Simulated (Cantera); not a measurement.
Input (Python, Cantera) and output of one run.

```python
import numpy as np
import cantera as ct

gas_names = """
    H HO2 H2 H2O H2O2 Li LiH LiO LiOH Li2 Li2O Li2O2 Li2O2H2 O OH O2 O3
""".split()
cond_names = """
    H2O(s) H2O(L) Li(cr) Li(L) LiH(s) LiH(L) LiOH(s) LiOH(L) Li2O(s) Li2O(L)
""".split()


# ... load() reads the species with a 1 bar reference pressure and builds the phases ...
atoms = {
    'LiOH': {'Li': 1, 'O': 1, 'H': 1},
    'O2': {'O': 2},
}
top_T = {}  # K; cautious upper limits of use, not melting points


# ... equilibrate(T, P, feed) seeds the gas with the atoms and calls Mixture.equilibrate('TP', solver="vcs", rtol=1e-11, max_steps=5000) ...
results = []
T = 2148  # K
P = 65  # Pa
for m in [0.14, 0.25, 0.45, 0.8, 1.4, 2.5, 4.5, 8]:
    feed = {'LiOH': 1, 'O2': m}  # mol
    mix = equilibrate(T, P, feed)
    results.append((T, P, feed, dict(zip(mix.species_names, mix.species_moles))))
    x = sorted(zip(gas.X, gas.species_names), reverse=True)
    print(f"T = {T:g} K  P = {P:g} Pa  n(O2) = {m:g} mol  gas = {mix.phase_moles(0):.4g} mol")
    print("   x: " + "  ".join(f"{s} {v:.3e}" for v, s in x if v > 0.0001))
    print("   condensed (mol): " + ("  ".join(f"{mix.phase(i).name} {mix.phase_moles(i):.4g}"
          for i in range(1, mix.n_phases) if mix.phase_moles(i) > 1e-12) or "none"))
```

It prints:

```
T = 2148 K  P = 65 Pa  n(O2) = 0.14 mol  gas = 1.584 mol
   x: Li 3.192e-01  LiOH 2.979e-01  O2 1.551e-01  H2O 1.337e-01  O 2.978e-02  OH 2.697e-02  H 1.706e-02  H2 1.089e-02  Li2O 4.726e-03  LiO 4.644e-03
   condensed (mol): none
T = 2148 K  P = 65 Pa  n(O2) = 0.25 mol  gas = 1.693 mol
   x: Li 2.939e-01  LiOH 2.826e-01  O2 2.041e-01  H2O 1.237e-01  O 3.417e-02  OH 2.778e-02  H 1.532e-02  H2 8.782e-03  LiO 4.907e-03  Li2O 4.599e-03
   condensed (mol): none
T = 2148 K  P = 65 Pa  n(O2) = 0.45 mol  gas = 1.899 mol
   x: O2 2.802e-01  Li 2.595e-01  LiOH 2.537e-01  H2O 1.091e-01  O 4.003e-02  OH 2.824e-02  H 1.329e-02  H2 6.612e-03  LiO 5.075e-03  Li2O 4.200e-03
   condensed (mol): none
T = 2148 K  P = 65 Pa  n(O2) = 0.8 mol  gas = 2.268 mol
   x: O2 3.810e-01  Li 2.185e-01  LiOH 2.105e-01  H2O 9.095e-02  O 4.669e-02  OH 2.784e-02  H 1.124e-02  LiO 4.983e-03  H2 4.726e-03  Li2O 3.472e-03
   condensed (mol): none
T = 2148 K  P = 65 Pa  n(O2) = 1.4 mol  gas = 2.906 mol
   x: O2 4.951e-01  Li 1.750e-01  LiOH 1.594e-01  H2O 7.127e-02  O 5.322e-02  OH 2.631e-02  H 9.318e-03  LiO 4.550e-03  H2 3.249e-03  Li2O 2.539e-03
   condensed (mol): none
T = 2148 K  P = 65 Pa  n(O2) = 2.5 mol  gas = 4.077 mol
   x: O2 6.125e-01  Li 1.312e-01  LiOH 1.071e-01  O 5.919e-02  H2O 5.144e-02  OH 2.358e-02  H 7.506e-03  LiO 3.794e-03  H2 2.108e-03  Li2O 1.587e-03
   condensed (mol): none
T = 2148 K  P = 65 Pa  n(O2) = 4.5 mol  gas = 6.195 mol
   x: O2 7.140e-01  Li 9.263e-02  LiOH 6.418e-02  O 6.390e-02  H2O 3.435e-02  OH 2.002e-02  H 5.903e-03  LiO 2.892e-03  H2 1.304e-03  Li2O 8.541e-04
   condensed (mol): none
T = 2148 K  P = 65 Pa  n(O2) = 8 mol  gas = 9.881 mol
   x: O2 7.887e-01  O 6.717e-02  Li 6.286e-02  LiOH 3.545e-02  H2O 2.166e-02  OH 1.630e-02  H 4.572e-03  LiO 2.062e-03  H2 7.822e-04  Li2O 4.134e-04
   condensed (mol): none
```

These are equilibrium values from Cantera (NASA tables, ideal gas, pure condensed phases), not measurements of a reactor.
